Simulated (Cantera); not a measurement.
A closed system holds: 1 mol C2H5OH, 1.1 mol CO2, at 2925 K and 0.0140 bar.

Equilibrium computed with Cantera from the NASA thermochemical tables; the gas is ideal and each condensed phase is pure. Candidate condensed phases: C, C6H6, C7H8, C8H18, H2O; 110 gas species. Equilibrium is a limit: real reactors are often held back by kinetics, nucleation or transport.

Base state: H 0.428, CO 0.395, H2 0.165, O 0.00481, H2O 0.00368, OH 0.00299, CO2 0.00122, O2 4.28e-5 (mole fractions); condensed: gas only.

Q: What changes in the equilibrium state with this change: C2H5OH replaced by C3H8?

A: 
```csv
species,before,after
H,0.428,0.492
CO,0.395,0.262
H2,0.165,0.218
C2H2 (acetylene),<1e-9,0.0108
C3,<1e-9,0.00981
C2H,<1e-9,0.00377
"C(graphite), mol",0,1.36
```
